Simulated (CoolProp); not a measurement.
A closed Brayton cycle with dry air: compressor inlet 318.15 K and 4.3 MPa, high pressure 10.7 MPa, turbine inlet 720 K, compressor efficiency 0.85, turbine efficiency 0.85, recuperator effectiveness 0 (on enthalpy, no pinch check). Each further row changes one setting.

The numbers come from the reference Helmholtz-energy equation of state, Lemmon 2000 in CoolProp. It is a pseudo-pure fit of the blend.

| case | thermal efficiency (%) | net work (kJ/kg) | compressor to turbine work | compressor exit (K) | turbine exit (K) |
|---|---|---|---|---|---|
| as stated | 10.2 | 32.1 | 0.78 | 430.4 | 585.9 |
| turbine inlet 670 K | 8.4 | ___ | 0.84 | 430.4 | ___ |
| compressor inlet 328.15 K | ___ | 28.3 | ___ | ___ | 585.9 |
| high pressure 9.09 MPa | ___ | 31.3 | ___ | 408.1 | 607.8 |
| recuperator effectiveness 0.5 | ___ | 32.1 | 0.78 | 430.4 | 585.9 |

### Question
Fill in the missing entries.

### Answer

- turbine inlet 670 K, net work (kJ/kg): 21.8
- turbine inlet 670 K, turbine exit (K): 543.9
- compressor inlet 328.15 K, thermal efficiency (%): 9.5
- compressor inlet 328.15 K, compressor to turbine work: 0.81
- compressor inlet 328.15 K, compressor exit (K): 443.7
- high pressure 9.09 MPa, thermal efficiency (%): 9.3
- high pressure 9.09 MPa, compressor to turbine work: 0.74
- recuperator effectiveness 0.5, thermal efficiency (%): 13.8
